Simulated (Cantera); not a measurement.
An adiabatic, constant-pressure homogeneous reactor starts with H2 : O2 : N2 : H2O = 1 : 0.294 : 1.11 : 0.16 (molar parts), at 1798 K and 55000 Pa. Integrator tolerance rtol = 1e-08.

Model: GRI-Mech 3.0 (53 species, 325 reactions), integrated in Cantera.

Problem. What does this change do: initial temperature 1798 to 1300 K?

Solution. 
| quantity | before | after |
|---|---|---|
| time of steepest temperature rise | 11.5 µs | 57.8 µs |
| temperature at 0.800 s | 2811 K | 2638 K |
| equilibrium temperature | 2811 K | 2638 K |
| x(H2) at 0.800 s | 0.173 (gas-phase equilibrium 0.173) | 0.174 (gas-phase equilibrium 0.174) |
| x(O2) at 0.800 s | 0.00251 (gas-phase equilibrium 0.00251) | 0.000721 (gas-phase equilibrium 0.000721) |
| x(H2O) at 0.800 s | 0.281 (gas-phase equilibrium 0.281) | 0.308 (gas-phase equilibrium 0.308) |
| x(O) at 0.800 s | 0.00385 (gas-phase equilibrium 0.00385) | 0.00100 (gas-phase equilibrium 0.00100) |
| x(NO2) at 0.800 s | 1.71e-7 (gas-phase equilibrium 1.71e-7) | 4.46e-8 (gas-phase equilibrium 4.46e-8) |
| x(HO2) at 0.800 s | 1.53e-6 (gas-phase equilibrium 1.53e-6) | 4.30e-7 (gas-phase equilibrium 4.30e-7) |
| x(NO) at 0.800 s | 0.00315 (gas-phase equilibrium 0.00315) | 0.00132 (gas-phase equilibrium 0.00132) |

Problem. What does this change do: N2 1.11 to 1.7 parts?

Solution. 
```csv
quantity,before,after
time of steepest temperature rise,11.5 µs,14.2 µs
temperature at 0.800 s,2811 K,2724 K
equilibrium temperature,2811 K,2724 K
x(H2) at 0.800 s,0.173 (gas-phase equilibrium 0.173),0.138 (gas-phase equilibrium 0.138)
x(O2) at 0.800 s,0.00251 (gas-phase equilibrium 0.00251),0.00136 (gas-phase equilibrium 0.00136)
x(H2O) at 0.800 s,0.281 (gas-phase equilibrium 0.281),0.234 (gas-phase equilibrium 0.234)
x(O) at 0.800 s,0.00385 (gas-phase equilibrium 0.00385),0.00199 (gas-phase equilibrium 0.00199)
x(NO2) at 0.800 s,1.71e-7 (gas-phase equilibrium 1.71e-7),9.73e-8 (gas-phase equilibrium 9.73e-8)
x(HO2) at 0.800 s,1.53e-6 (gas-phase equilibrium 1.53e-6),7.31e-7 (gas-phase equilibrium 7.31e-7)
x(NO) at 0.800 s,0.00315 (gas-phase equilibrium 0.00315),0.00228 (gas-phase equilibrium 0.00228)
```

Problem. What does this change do: H2O 0.16 to 0.064 parts?

Solution. 
```tsv
quantity	before	after
time of steepest temperature rise	11.5 µs	11.1 µs
temperature at 0.800 s	2811 K	2843 K
equilibrium temperature	2811 K	2843 K
x(H2) at 0.800 s	0.173 (gas-phase equilibrium 0.173)	0.177 (gas-phase equilibrium 0.177)
x(O2) at 0.800 s	0.00251 (gas-phase equilibrium 0.00251)	0.00244 (gas-phase equilibrium 0.00244)
x(H2O) at 0.800 s	0.281 (gas-phase equilibrium 0.281)	0.251 (gas-phase equilibrium 0.251)
x(O) at 0.800 s	0.00385 (gas-phase equilibrium 0.00385)	0.00431 (gas-phase equilibrium 0.00431)
x(NO2) at 0.800 s	1.71e-7 (gas-phase equilibrium 1.71e-7)	1.72e-7 (gas-phase equilibrium 1.72e-7)
x(HO2) at 0.800 s	1.53e-6 (gas-phase equilibrium 1.53e-6)	1.51e-6 (gas-phase equilibrium 1.51e-6)
x(NO) at 0.800 s	0.00315 (gas-phase equilibrium 0.00315)	0.00331 (gas-phase equilibrium 0.00331)
```
